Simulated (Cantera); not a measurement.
Cantera run, input and output.

```python
import numpy as np
import cantera as ct

gas = ct.Solution("gri30.yaml")
gas.TPX = 1525, 1333, {'CH4': 0.049, 'H2': 1, 'CO2': 0.021}
reactor = ct.IdealGasConstPressureReactor(gas, energy="off", clone=False)
net = ct.ReactorNet([reactor])
net.rtol, net.atol = 1e-08, 1e-18
show = ['CH4', 'H2', 'CO2', 'C2H4', 'C2H2', 'CO', 'C2H']
times = np.geomspace(2e-05, 3, 13)

steps = ct.SolutionArray(gas, extra=["t"])
rows = []
print(f"{'t/s':>10s}{'T/K':>9s}{'P/Pa':>11s}" + "".join(f"{s:>11s}" for s in show))
for t in times:
    while net.time < t:
        t_next = net.step()
        steps.append(gas.state, t=t_next)
    rows.append([np.interp(t, steps.t, y) for y in (steps.T, steps.P, *steps(*show).X.T)])
    print(f"{t:10.3e}{rows[-1][0]:9.1f}{rows[-1][1]:11.4g}" + "".join(f"{x:11.3e}" for x in rows[-1][2:]))
rate = np.gradient(steps.T, steps.t)
print("integrator steps:", len(steps.t))
if steps.T.max() > steps.T[0] + 200:
    print(f"time of steepest temperature rise: {steps.t[rate.argmax()]:.4e} s")
gas.TPX = 1525, 1333, {'CH4': 0.049, 'H2': 1, 'CO2': 0.021}
gas.equilibrate("TP")
print(f"equilibrium (TP): T = {gas.T:.1f} K  " + "  ".join(f"{s} {gas[s].X[0]:.3e}" for s in show))
```

Result:

```
       t/s      T/K       P/Pa        CH4         H2        CO2       C2H4       C2H2         CO        C2H
 2.000e-05   1525.0       1333  4.579e-02  9.346e-01  1.963e-02  6.607e-18  5.942e-23  8.297e-12  1.611e-33
 5.400e-05   1525.0       1333  4.579e-02  9.346e-01  1.963e-02  2.501e-16  5.743e-21  6.059e-11  4.509e-31
 1.458e-04   1525.0       1333  4.579e-02  9.346e-01  1.963e-02  8.780e-15  5.608e-19  4.415e-10  1.214e-28
 3.936e-04   1525.0       1333  4.579e-02  9.346e-01  1.963e-02  2.432e-13  4.463e-17  3.220e-09  2.637e-26
 1.063e-03   1525.0       1333  4.579e-02  9.346e-01  1.963e-02  5.594e-12  2.945e-15  2.352e-08  4.752e-24
 2.869e-03   1525.0       1333  4.579e-02  9.346e-01  1.963e-02  1.158e-10  1.735e-13  1.711e-07  7.502e-22
 7.746e-03   1525.0       1333  4.579e-02  9.346e-01  1.962e-02  2.324e-09  1.049e-11  1.246e-06  1.221e-19
 2.091e-02   1525.0       1333  4.578e-02  9.346e-01  1.962e-02  4.637e-08  7.187e-10  9.074e-06  2.256e-17
 5.646e-02   1525.0       1333  4.576e-02  9.345e-01  1.956e-02  9.163e-07  6.032e-08  6.561e-05  5.044e-15
 1.524e-01   1525.0       1333  4.566e-02  9.341e-01  1.917e-02  1.403e-05  5.181e-06  4.531e-04  1.068e-12
 4.116e-01   1525.0       1333  4.520e-02  9.323e-01  1.723e-02  5.906e-05  1.543e-04  2.390e-03  5.202e-11
 1.111e+00   1525.0       1333  4.367e-02  9.281e-01  1.219e-02  6.514e-05  8.723e-04  7.409e-03  3.097e-10
 3.000e+00   1525.0       1333  3.988e-02  9.228e-01  4.748e-03  6.096e-05  2.684e-03  1.480e-02  9.742e-10
integrator steps: 471
equilibrium (TP): T = 1525.0 K  CH4 8.719e-04  H2 9.502e-01  CO2 2.982e-10  C2H4 3.300e-05  C2H2 1.182e-02  CO 3.687e-02  C2H 5.481e-09
```

Model: GRI-Mech 3.0 (53 species, 325 reactions), integrated in Cantera. GRI-Mech 3.0 stops at C3 and has no aromatics, soot or wall deposition, so with more carbon than oxygen in the feed, carbon stays in small species such as C2H2 where larger ones or solid carbon would form. Radical loss at walls, strong at low pressure, is not modelled.
